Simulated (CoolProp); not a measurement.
Vapour-liquid equilibrium of 1-butene (1) + n-perfluorobutane (2) at 9.29 bar; x and y are mole fractions of (1).

Values from CoolProp's multi-fluid Helmholtz-energy mixture model, Lemmon 2005 and Gao 2022; pair parameters Bell 2016.

Q: Give the bubble temperature and the first vapour's composition at x = 0.2, 0.275, 0.725. Is there an azeotrope?

A: x = 0.2: 57.0 °C, y = 0.370; x = 0.275: 53.6 °C, y = 0.457; x = 0.725: 49.8 °C, y = 0.602. y crosses x between x = 0.575 and 0.65: the model has an azeotrope there.

Pair parameters are fitted to limited data, so mixtures are less certain than the pure fluids. With so large a gap from Raoult's law the liquid may split in two, which this calculation doesn't test in full.
